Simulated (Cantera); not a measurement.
**NO annealing gas**

An isothermal, constant-pressure homogeneous reactor starts with 15.2 % NO, 84.8 % N2, at 2100 K and 51000 Pa.

Detailed kinetics in Cantera: GRI-Mech 3.0 (53 species, 325 reactions).

| t (s) | x NO | x O2 | x N2 | x NO2 | x O | x N2O |
|---|---|---|---|---|---|---|
| 2.00e-5 | 0.152 | 1.00e-9 | 0.848 | 1.38e-8 | 5.42e-7 | 5.31e-7 |
| 6.32e-5 | 0.152 | 1.01e-8 | 0.848 | 1.13e-7 | 1.72e-6 | 1.60e-6 |
| 0.000200 | 0.152 | 1.07e-7 | 0.848 | 7.05e-7 | 5.81e-6 | 4.34e-6 |
| 0.000632 | 0.151 | 1.35e-6 | 0.848 | 3.36e-6 | 2.16e-5 | 8.98e-6 |
| 0.00200 | 0.151 | 2.02e-5 | 0.849 | 1.17e-5 | 7.10e-5 | 1.14e-5 |
| 0.00632 | 0.151 | 0.000191 | 0.849 | 1.89e-5 | 0.000116 | 1.13e-5 |
| 0.0200 | 0.150 | 0.000852 | 0.849 | 2.08e-5 | 0.000128 | 1.11e-5 |
| 0.0632 | 0.145 | 0.00303 | 0.852 | 2.51e-5 | 0.000157 | 1.04e-5 |
| 0.200 | 0.130 | 0.0104 | 0.859 | 3.35e-5 | 0.000228 | 8.25e-6 |
| 0.632 | 0.0861 | 0.0325 | 0.881 | 3.62e-5 | 0.000364 | 3.60e-6 |
| 2.00 | 0.0224 | 0.0643 | 0.913 | 1.30e-5 | 0.000498 | 4.66e-7 |
| 6.32 | 0.00654 | 0.0722 | 0.921 | 4.02e-6 | 0.000526 | 2.74e-7 |
| 20.0 | 0.00634 | 0.0723 | 0.921 | 3.90e-6 | 0.000527 | 2.73e-7 |
x: mole fraction; the columns are a selection and need not sum to one.

Equilibrium at this temperature and pressure: NO 0.00634, O2 0.0723, N2 0.921, NO2 3.90e-6, O 0.000527, N2O 2.73e-7 (gas phase only).
